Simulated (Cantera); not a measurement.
Ignition delay

Mixture: 24.7 % H2, 14.2 % O2, 53.3 % N2, 7.89 % H2O, at 8.70 bar, adiabatic and at constant volume. Ignition delay is the time to a rise of 400 K.

Computed with Cantera and the H2/O2 subset of GRI-Mech 3.0, which has no nitrogen chemistry. The hydrogen kinetics of GRI-Mech 3.0 are dated; newer H2 mechanisms differ, most at raised pressure. Where the delays flatten at high temperature, the 400 K rule measures the pace of heat release, not the induction time.

| T0 (K) | delay (ms) |
|---|---|
| 1275 | 0.0319 |
| 1350 | 0.00626 |
| 1425 | 0.00306 |
| 1500 | 0.00200 |
| 1575 | 0.00147 |
| 1650 | 0.00115 |
| 1725 | 0.000945 |
| 1800 | 0.000803 |
| 1875 | 0.000704 |
| 1950 | 0.000634 |
